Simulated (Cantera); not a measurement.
A perfectly stirred reactor is fed with H₂ : O₂ : N₂ = 1 : 0.877 : 6.58 (molar parts), equivalence ratio 0.57, at 473 Torr; it is adiabatic with a 373 K inlet, and is followed from long to short residence time, starting on the burning branch (τ in s: 0.14, 0.062, 0.027, 0.012, 0.0052, 0.0023, 0.00098, 0.00043, 0.00019, 8.2e-05, 3.6e-05, 1.6e-05, 6.8e-06).

Detailed kinetics in Cantera: the H2/O2 subset of GRI-Mech 3.0, which has no nitrogen chemistry.

```csv
quantity,before,after
"blow-out, bracketed by the residence times tried","burning at 0.430 ms, out at 0.190 ms","burning at 0.190 ms, out at 82.0 µs"
x(H₂) at τ = 0.140 s,0.000277,0.00102
x(O₂) at τ = 0.140 s,0.0474,0.0156
x(OH) at τ = 0.140 s,0.000353,0.00132
x(HO₂) at τ = 0.140 s,5.86e-6,1.71e-6
x(H₂O) at τ = 0.140 s,0.125,0.181
x(H₂) at τ = 0.980 ms,0.00767,0.0127
x(O₂) at τ = 0.980 ms,0.0505,0.0217
x(OH) at τ = 0.980 ms,0.00128,0.00352
x(HO₂) at τ = 0.980 ms,2.57e-5,9.67e-6
x(H₂O) at τ = 0.980 ms,0.115,0.161
```

### Question
What was changed between the two runs?
(A) O2 0.877 to 1.1 parts
(B) inlet temperature 373 to 598 K
(C) inlet temperature 373 to 450 K
(D) H2 1 to 1.5 parts

### Answer
D, H2 1 to 1.5 parts
